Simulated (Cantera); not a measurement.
## Ignition delay

Mixture: CH4 : O2 : N2 = 1 : 2 : 6.2 (molar parts), at 1800000 Pa, adiabatic and at constant pressure. Ignition delay is the time to a rise of 400 K.

Model: GRI-Mech 3.0 (53 species, 325 reactions), integrated in Cantera. The pressure lies above the range GRI-Mech 3.0 was tuned for (to about 10 atm).

```csv
T0 (K),delay (ms)
1023,26.0
1098,8.04
1173,2.93
1248,1.19
1323,0.523
1398,0.243
1473,0.119
1548,0.0609
```

* **apparent activation energy between 1398 and 1548 K**: 170 kJ/mol
